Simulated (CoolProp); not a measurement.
Properties of CH3F (R41) along the isotherm 73.45 °C (Tc = 44.1 °C, pc = 5906 kPa, ω = 0.200).

Computed with CoolProp (reference Helmholtz-energy equation of state, Lemmon 2006). It is a short technical equation, of lower accuracy than the large ones.

| p (kPa) | phase | cp (kJ/(kg K)) | cv (kJ/(kg K)) | speed of sound (m/s) | isothermal compressibility (1/MPa) | expansivity (1/kK) |
|---|---|---|---|---|---|---|
| 328 | gas | 1.218 | 0.9543 | 323.3 | 3.100 | 3.047 |
| 656 | gas | 1.250 | 0.9656 | 320.1 | 1.577 | 3.221 |
| 984 | gas | 1.285 | 0.9772 | 316.9 | 1.071 | 3.409 |
| 1310 | gas | 1.322 | 0.9890 | 313.6 | 0.8195 | 3.611 |
| 1640 | gas | 1.362 | 1.001 | 310.3 | 0.6678 | 3.833 |
| 1970 | gas | 1.405 | 1.014 | 307.0 | 0.5677 | 4.075 |
| 2300 | gas | 1.453 | 1.027 | 303.7 | 0.4970 | 4.340 |
| 2620 | gas | 1.502 | 1.040 | 300.4 | 0.4462 | 4.621 |
| 2950 | gas | 1.558 | 1.054 | 297.0 | 0.4060 | 4.939 |
